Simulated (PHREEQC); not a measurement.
## Buffer

Dissolve 0.017 mol KHCO3, 0.025 mol NaF and 0.033 mol NaCl per kg of water at 20 °C. Closed to the air; pH follows from the charge balance.

The numbers come from PHREEQC with the ion-association model, phreeqc.dat.

No solid was allowed to form.

Estimate the pH, specific conductance.

pH 8.12; specific conductance 6580 µS/cm.

In which forms is F present?

F- 98 %, NaF 2.0 % of the F.
